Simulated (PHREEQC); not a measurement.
PHREEQC input (ion-association model with all activity coefficients set to 1, wateq4f.dat):

```
SOLUTION_MASTER_SPECIES
  Amm  AmmH+  0  AmmH  17.031  # ammonia with no redox link, constants of NH4+
SOLUTION_SPECIES
  PO4-3 + 3H+ = H3PO4  # constants of phreeqc.dat
    -log_k 21.721
    -delta_h -10.1 kJ
  AmmH+ = AmmH+
    -log_k 0
  AmmH+ = Amm + H+
    -log_k -9.252
    -delta_h 12.48 kcal
    -analytic 0.6322 -0.001225 -2835.76
    -gamma 2.5 0.0
  AmmH+ + SO4-2 = AmmHSO4-
    -log_k 1.11
    -gamma 5.0 0.0
PHASES
  Amm(g)
    Amm = Amm
    -log_k 1.770
    -delta_h -8.170 kcal
EXCHANGE_SPECIES
  AmmH+ + X- = AmmHX
    -log_k 0.6
SOLUTION 1
  temp 25
  units mol/kgw
  pH 7 charge
END
SELECTED_OUTPUT 1
  -reset false
  -pH true
  -pe true
  -ionic_strength true
  -water true
  -totals Amm Cl P Pb S S(-2) S(6)
  -molalities H+ Cl- PO4-3 Pb+2 SO4-2 HPO4-2 H2PO4- HSO4- H2S HS-
    S-2 O2 OH- PbCl+ PbCl2 PbCl3- PbCl4-2 PbOH+ Pb(OH)2 Pb(OH)3-
    Pb2OH+3 PbSO4 Pb(HS)2 Pb(HS)3- Pb3(OH)4+2 Pb(OH)4-2 Pb(SO4)2-2 AmmH+ Amm AmmHSO4-
    H3PO4
  -equilibrium_phases Clpyromorphite Litharge Anglesite Cotunnite Laurionite Hxypyromorphite Larnakite
PRINT
  -reset false
USE solution 1
REACTION 1
  (AmmH)2SO4 1
  0 0.0417 0.0833 0.125 0.167 0.208 0.25 0.292 0.333 0.375 0.417 0.458 0.5 moles
EQUILIBRIUM_PHASES 1
  Clpyromorphite 0 0.2
  Litharge 0 0
  Anglesite 0 0
  Cotunnite 0 0
  Laurionite 0 0
  Hxypyromorphite 0 0
  Larnakite 0 0
  O2(g) -0.68 10
END
```

Selected output (columns that matter, 13 of 13 rows; (NH4)2SO4 added (mol) added in front):

```
(NH4)2SO4 added (mol)	pH	mu	Amm	Cl	P	Pb	S	m_H+	m_Cl-	m_SO4-2	m_H2PO4-	m_OH-	m_PbSO4	m_Pb(SO4)2-2
0	7.0809	2.2688e-07	0	1.0013e-08	3.0038e-08	5.0064e-08	0	8.2997e-08	1.0013e-08	0	1.7184e-08	1.2062e-07	0	0
0.0417	5.5686	0.087313	0.0834	3.4625e-07	1.0388e-06	1.7313e-06	0.0417	2.7005e-06	3.4625e-07	0.022806	1.015e-06	3.7003e-09	1.4449e-06	1.7294e-07
0.0833	5.5039	0.14978	0.1666	4.7745e-07	1.4323e-06	2.3872e-06	0.0833	3.1342e-06	4.7745e-07	0.033239	1.4039e-06	3.1832e-09	1.9436e-06	3.3904e-07
0.125	5.4607	0.20446	0.25	5.6938e-07	1.7082e-06	2.8469e-06	0.125	3.4617e-06	5.6938e-07	0.039731	1.6773e-06	2.8776e-09	2.2711e-06	4.7356e-07
0.167	5.4261	0.25544	0.334	6.4228e-07	1.9268e-06	3.2114e-06	0.167	3.7487e-06	6.4228e-07	0.04422	1.8945e-06	2.6533e-09	2.5237e-06	5.8568e-07
0.208	5.3973	0.3028	0.416	7.0173e-07	2.1052e-06	3.5087e-06	0.208	4.006e-06	7.0173e-07	0.047398	2.0719e-06	2.4793e-09	2.7274e-06	6.7844e-07
0.25	5.3711	0.34966	0.5	7.544e-07	2.2632e-06	3.772e-06	0.25	4.2547e-06	7.544e-07	0.049831	2.2294e-06	2.3309e-09	2.9074e-06	7.6034e-07
0.292	5.3474	0.39535	0.584	8.0094e-07	2.4028e-06	4.0047e-06	0.292	4.4933e-06	8.0094e-07	0.051672	2.3687e-06	2.2038e-09	3.067e-06	8.317e-07
0.333	5.3261	0.4391	0.666	8.4182e-07	2.5254e-06	4.2091e-06	0.333	4.7193e-06	8.4181e-07	0.053047	2.4911e-06	2.0953e-09	3.208e-06	8.9309e-07
0.375	5.3058	0.48325	0.75	8.7996e-07	2.6399e-06	4.3998e-06	0.375	4.9457e-06	8.7996e-07	0.054124	2.6055e-06	1.9965e-09	3.3407e-06	9.4892e-07
0.417	5.2866	0.52688	0.834	9.1503e-07	2.7451e-06	4.5751e-06	0.417	5.1683e-06	9.1502e-07	0.054938	2.7107e-06	1.9077e-09	3.4639e-06	9.9871e-07
0.458	5.269	0.56906	0.916	9.4677e-07	2.8403e-06	4.7338e-06	0.458	5.3831e-06	9.4676e-07	0.055531	2.806e-06	1.829e-09	3.5766e-06	1.0423e-06
0.5	5.2517	0.61194	1	9.7712e-07	2.9314e-06	4.8856e-06	0.5	5.6012e-06	9.7711e-07	0.055968	2.8972e-06	1.7552e-09	3.6855e-06	1.0825e-06
```

H3PO4, which wateq4f.dat lacks, is added to it with the constant of phreeqc.dat. The database has no phosphate complexes of Pb.
